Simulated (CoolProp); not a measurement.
A Linde-Hampson liquefier for ethylene: isothermal reversible compression at 290 K from 1 atm to 15 MPa, throttling to 1 atm, return gas leaving the recuperator 0 K below the feed. Each further row changes one setting.

Model: reference Helmholtz-energy equation of state, Smukala 2000, in CoolProp.

| case | liquid yield per pass | compression work (kJ/kg of gas) |
|---|---|---|
| as stated | ? | 338 |
| high pressure 30 MPa | ? | ? |
| warm-end temperature 320 K | ? | ? |
| warm-end gap 5 K | ? | 338 |

### Question
Complete the blanks.

### Answer

- as stated, liquid yield per pass: 0.501
- high pressure 30 MPa, liquid yield per pass: 0.508
- high pressure 30 MPa, compression work (kJ/kg of gas): 373
- warm-end temperature 320 K, liquid yield per pass: 0.395
- warm-end temperature 320 K, compression work (kJ/kg of gas): 404
- warm-end gap 5 K, liquid yield per pass: 0.496
